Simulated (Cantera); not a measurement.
Charge: 1 mol SiHCl3, 1.4 mol NH3, a varied amount of H2, at 1748.15 K and 47.0 Pa.

Equilibrium computed with Cantera from the NASA thermochemical tables; the gas is ideal and each condensed phase is pure. Candidate condensed phases: NH4Cl, Si, Si3N4; 28 gas species. The tables' values for SiCl, SiCl3, SiN are old estimates; treat these amounts as uncertain. Gases not in the tables: Si2H6 and higher silanes. The numbers say what is thermodynamically allowed, not how fast it happens.

x: gas mole fraction; n: condensed amount in mol.

| n(H2) (mol) | x H2 | x HCl | x SiCl2 | x N2 | x H | n Si(l) |
|---|---|---|---|---|---|---|
| 2.9 | 0.630 | 0.149 | 0.117 | 0.0901 | 0.00837 | [?] |
| 4.5 | 0.684 | 0.136 | 0.0902 | 0.0746 | 0.00873 | [?] |
| 6.8 | 0.738 | 0.121 | 0.0663 | 0.0598 | 0.00907 | [?] |
| 10 | 0.787 | 0.105 | 0.0468 | 0.0469 | 0.00936 | [?] |
| 16 | 0.839 | 0.0846 | 0.0284 | 0.0334 | 0.00967 | [?] |
| 25 | 0.880 | 0.0658 | 0.0164 | 0.0233 | 0.00990 | [?] |
| 38 | 0.910 | 0.0502 | 0.00922 | 0.0162 | 0.0101 | 0.442 |
| 58 | 0.933 | 0.0370 | 0.00488 | 0.0110 | 0.0102 | 0.464 |

Problem. Some entries are withheld; supply them.

Solution. 
- 2.9, n Si(l): 0.0529
- 4.5, n Si(l): 0.109
- 6.8, n Si(l): 0.171
- 10, n Si(l): 0.237
- 16, n Si(l): 0.319
- 25, n Si(l): 0.391
